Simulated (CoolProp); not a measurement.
Properties of C3F8 (R218) along the isobar 2.5 MPa.

Values from CoolProp's reference Helmholtz-energy equation of state, Lemmon 2006. It is a short technical equation, of lower accuracy than the large ones.

| T (K) | phase | expansivity (1/kK) | viscosity (µPa s) |
|---|---|---|---|
| 253.4 | liquid | 2.585 | 350 |
| 276.7 | liquid | 3.144 | 247 |
| 300 | liquid | 4.216 | 175 |
| 323.4 | liquid | 7.268 | 117 |
| 346.7 | gas | 34.76 | 21.5 |
| 370 | gas | 9.616 | 18.9 |
| 393.3 | gas | 6.193 | 18.9 |
| 416.7 | gas | 4.728 | 19.5 |
| 440 | gas | 3.901 | 20.2 |

Viscosity comes from a separate model (Huber 2003), an estimate that may be off by 10 % or more.
